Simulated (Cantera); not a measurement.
An isothermal, constant-pressure homogeneous reactor starts with CH4 : H2 = 1 : 2 (molar parts), at 1648 K and 2670 Pa. Integrator tolerance rtol = 1e-08.

Detailed kinetics in Cantera: GRI-Mech 3.0 (53 species, 325 reactions). GRI-Mech 3.0 stops at C3 and has no aromatics, soot or wall deposition, so with more carbon than oxygen in the feed, carbon stays in small species such as C2H2 where larger ones or solid carbon would form. Radical loss at walls, strong at low pressure, is not modelled.

Task: What does this change do: pressure from 2670 Pa to 1500 Pa?

Result: 
```csv
quantity,before,after
x(CH4) at 2.00 s,0.0241 (gas-phase equilibrium 0.00152),0.0305 (gas-phase equilibrium 0.000859)
x(H2) at 2.00 s,0.859 (gas-phase equilibrium 0.874),0.855 (gas-phase equilibrium 0.874)
x(C2H2) at 2.00 s,0.116 (gas-phase equilibrium 0.124),0.113 (gas-phase equilibrium 0.125)
x(CH3) at 2.00 s,0.000256 (gas-phase equilibrium 1.82e-5),0.000399 (gas-phase equilibrium 1.37e-5)
x(C2H) at 2.00 s,2.62e-7 (gas-phase equilibrium 3.15e-7),3.15e-7 (gas-phase equilibrium 4.21e-7)
x(CH2) at 2.00 s,1.20e-7 (gas-phase equilibrium 1.05e-8),2.21e-7 (gas-phase equilibrium 1.05e-8)
```
